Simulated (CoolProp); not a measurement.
Vapour-liquid equilibrium of cyclohexane (1) + dimethyl carbonate (2) at 59.85 °C; x and y are mole fractions of (1).

Computed with CoolProp (multi-fluid Helmholtz-energy mixture model, Zhou 2014 and Zhou 2011; pair parameters Bell 2016).

```json
[
 {"x": "0.05", "bubble pressure (bar)": "0.4350", "y at the bubble point": "0.236", "dew pressure at overall composition x (bar)": "0.3631", "liquid density (mol/L)": "11.10"},
 {"x": "0.125", "bubble pressure (bar)": "0.5243", "y at the bubble point": "0.403", "dew pressure at overall composition x (bar)": "0.3893", "liquid density (mol/L)": "10.84"},
 {"x": "0.2", "bubble pressure (bar)": "0.5789", "y at the bubble point": "0.487", "dew pressure at overall composition x (bar)": "0.4192", "liquid density (mol/L)": "10.59"},
 {"x": "0.275", "bubble pressure (bar)": "0.6114", "y at the bubble point": "0.535", "dew pressure at overall composition x (bar)": "0.4535", "liquid density (mol/L)": "10.36"},
 {"x": "0.35", "bubble pressure (bar)": "0.6303", "y at the bubble point": "?", "dew pressure at overall composition x (bar)": "?", "liquid density (mol/L)": "10.14"},
 {"x": "0.425", "bubble pressure (bar)": "0.6411", "y at the bubble point": "?", "dew pressure at overall composition x (bar)": "0.5381", "liquid density (mol/L)": "9.938"},
 {"x": "0.5", "bubble pressure (bar)": "0.6471", "y at the bubble point": "0.604", "dew pressure at overall composition x (bar)": "0.5879", "liquid density (mol/L)": "9.747"},
 {"x": "0.575", "bubble pressure (bar)": "0.6503", "y at the bubble point": "0.619", "dew pressure at overall composition x (bar)": "0.6353", "liquid density (mol/L)": "9.570"},
 {"x": "0.65", "bubble pressure (bar)": "0.6510", "y at the bubble point": "0.637", "dew pressure at overall composition x (bar)": "0.6499", "liquid density (mol/L)": "?"},
 {"x": "0.725", "bubble pressure (bar)": "0.6481", "y at the bubble point": "0.661", "dew pressure at overall composition x (bar)": "0.6288", "liquid density (mol/L)": "?"},
 {"x": "0.8", "bubble pressure (bar)": "0.6386", "y at the bubble point": "0.697", "dew pressure at overall composition x (bar)": "0.5985", "liquid density (mol/L)": "9.114"},
 {"x": "0.875", "bubble pressure (bar)": "0.6163", "y at the bubble point": "0.757", "dew pressure at overall composition x (bar)": "0.5667", "liquid density (mol/L)": "8.986"},
 {"x": "0.95", "bubble pressure (bar)": "0.5701", "y at the bubble point": "0.867", "dew pressure at overall composition x (bar)": "0.5360", "liquid density (mol/L)": "8.869"}
]
```

**Question.** Complete the blanks.

**Answer.** 
- 0.35, y at the bubble point: 0.566
- 0.35, dew pressure at overall composition x (bar): 0.4930
- 0.425, y at the bubble point: 0.587
- 0.65, liquid density (mol/L): 9.406
- 0.725, liquid density (mol/L): 9.254

y crosses x between x = 0.575 and 0.65: the model has an azeotrope there.

The pair parameters rest on a limited set of measurements; away from them the model extrapolates. With so large a gap from Raoult's law the liquid may split in two, which this calculation doesn't test in full.
